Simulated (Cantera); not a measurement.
Charge: 1 mol Si3N4, 17 mol H2O, 13 mol H2, held at 59.0 mbar.

Method: chemical equilibrium by Gibbs-energy minimisation in Cantera with the NASA 1993 tables (ideal gas, pure condensed phases). Candidate condensed phases: H2O, Si, SiO2, Si2N2O, Si3N4; 35 gas species. The tables hold silica as quartz up to 1696 K and as liquid above; real silica turns to tridymite and cristobalite and melts near 1996 K. Gases not in the tables: Si(OH)4. Rates play no part.

log p: log10 of the partial pressure in bar; n: condensed amount in mol.

```tsv
T (°C)	log p H2	log p H2O	log p N2	log p H	log p SiO	log p OH	log p NO	n SiO2(β-quartz)	n SiO2(condensed)
1300	-1.46	-1.69	-2.43	-5.12	-7.66	?	-9.15	3.00	0
1350	-1.46	-1.69	-2.43	-4.89	-7.10	?	-8.80	3.00	0
1400	-1.46	-1.69	-2.43	-4.67	-6.59	?	-8.47	3.00	0
1450	-1.46	-1.69	-2.43	-4.47	-6.10	?	-8.16	0	3.00
1500	-1.46	-1.69	-2.43	-4.27	-5.65	?	-7.86	0	3.00
1550	-1.46	-1.69	-2.43	-4.09	-5.23	?	-7.59	0	3.00
1600	-1.46	-1.69	-2.43	-3.92	-4.83	?	-7.33	0	2.99
```

Fill in the missing entries.


- 1300, log p OH: -6.80
- 1350, log p OH: -6.50
- 1400, log p OH: -6.23
- 1450, log p OH: -5.97
- 1500, log p OH: -5.72
- 1550, log p OH: -5.49
- 1600, log p OH: -5.26
